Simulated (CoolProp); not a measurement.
Vapour-liquid equilibrium of carbon dioxide (1) + R134a (2) at 6.77 bar; x and y are mole fractions of (1).

Computed with CoolProp (multi-fluid Helmholtz-energy mixture model, Span 1996 and Tillner-Roth 1994; pair parameters Bell 2016).

| x | bubble temperature, mixture model (°C) | bubble temperature, Raoult's law (°C) | y, mixture model | y, Raoult's law |
|---|---|---|---|---|
| 0.05 | 16.8 | 13.0 | 0.244 | 0.358 |
| 0.125 | 4.4 | -0.7 | 0.521 | 0.631 |
| 0.2 | -6.3 | -10.6 | 0.697 | 0.769 |
| 0.275 | -15.2 | -18.2 | 0.804 | 0.846 |
| 0.35 | -22.3 | -24.2 | 0.868 | 0.894 |
| 0.425 | -28.0 | -29.1 | 0.909 | 0.925 |
| 0.5 | -32.6 | -33.2 | 0.935 | 0.947 |
| 0.575 | -36.4 | -36.7 | 0.953 | 0.962 |
| 0.65 | -39.6 | -39.8 | 0.966 | 0.973 |
| 0.725 | -42.3 | -42.5 | 0.976 | 0.982 |
| 0.8 | -44.7 | -44.9 | 0.984 | 0.988 |
| 0.875 | -46.9 | -47.0 | 0.991 | 0.994 |
| 0.95 | -48.9 | -49.0 | 0.996 | 0.998 |

The largest gap from Raoult's law is +5.1 K in bubble temperature, at x = 0.125. No azeotrope shows between x = 0.05 and 0.95.

The pair parameters rest on a limited set of measurements; away from them the model extrapolates.
